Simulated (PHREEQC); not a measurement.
Make-up at 25 °C: 11 mmol/kgw ZnSO4 and 4.4 mmol/kgw MnSO4. Closed to the air; pH follows from the charge balance.

The numbers come from PHREEQC with the ion-association model, wateq4f.dat.

### Question
The ionic strength comes out as 0.0397 mol/kgw. What activity coefficients do Zn+2, Zn(SO4)2-2, SO4-2, H+, ZnOH+ get?

### Answer
Zn+2 0.51, Zn(SO4)2-2 0.48, SO4-2 0.49, H+ 0.86, ZnOH+ 0.83.

Precipitation was switched off in this run. Species that the database lacks are ignored.
